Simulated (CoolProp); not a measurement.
Vapour pressure (MPa) of ethane: the reference equation beside estimates from Tc = 32.2 °C, pc = 4.872 MPa, ω = 0.099. Clausius-Clapeyron is anchored at -30.05 °C with a constant enthalpy of vaporisation of 11.69 kJ/mol.

Computed with CoolProp (reference Helmholtz-energy equation of state, Bücker 2006).

```csv
T (°C),reference,Lee-Kesler,Clausius-Clapeyron,van der Waals,Redlich-Kwong,Soave-Redlich-Kwong
-30.05,1.063,1.067,1.063,1.827,1.158,1.074
-26.95,1.165,1.170,1.143,1.937,1.267,1.179
-23.85,1.275,1.280,1.227,2.052,1.383,1.291
-20.85,1.388,1.393,1.312,2.166,1.502,1.406
-17.75,1.513,1.517,1.404,2.289,1.632,1.533
-14.65,1.645,1.649,1.500,2.415,1.769,1.668
-11.55,1.785,1.789,1.600,2.546,1.914,1.811
-8.45,1.934,1.938,1.704,2.681,2.067,1.963
-5.35,2.092,2.096,1.812,2.821,2.228,2.123
-2.25,2.259,2.262,1.924,2.965,2.397,2.293
0.85,2.436,2.439,2.041,3.114,2.574,2.472
3.95,2.623,2.625,2.161,3.267,2.760,2.660
7.05,2.820,2.822,2.286,3.424,2.955,2.859
10.15,3.028,3.029,2.415,3.586,3.158,3.068
13.15,3.239,3.241,2.544,3.748,3.363,3.280
```

Absolute difference from the reference over all 15 rows, mean and median: Lee-Kesler 0.2 and 0.2 %, Clausius-Clapeyron 11.5 and 11.9 %, van der Waals 40.6 and 38.6 %, Redlich-Kwong 6.7 and 6.9 %, Soave-Redlich-Kwong 1.4 and 1.4 %.
